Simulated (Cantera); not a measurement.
A closed system holds: 1 mol MgO, 4.9 mol HCl, 1.1 mol O2, at 0.990 bar.

Cantera equilibrium calculation (NASA polynomials, part measured and part estimated; ideal gas, pure solids and liquids). Candidate condensed phases: H2O, Mg, MgCl2, MgO, Mg(OH)2; 22 gas species. The numbers say what is thermodynamically allowed, not how fast it happens. All values below are at 777 °C.

Base state: HCl 0.560, H2O 0.161, Cl2 0.161, O2 0.118, Cl 0.000319, MgCl2 8.33e-5, HOCl 3.45e-5 (mole fractions); condensed: MgO(s).

Problem. What changes in the equilibrium state with this change: pressure from 0.990 bar to 69.0 mbar?

Solution. 
```tsv
species	before	after
HCl	0.560	0.655
O2	0.118	0.142
H2O	0.161	0.101
Cl2	0.161	0.101
MgCl2	8.33e-5	0.000180
Cl	0.000319	0.000957
HOCl	3.45e-5	1.17e-5
MgO(s), mol	1.000	0.999
```
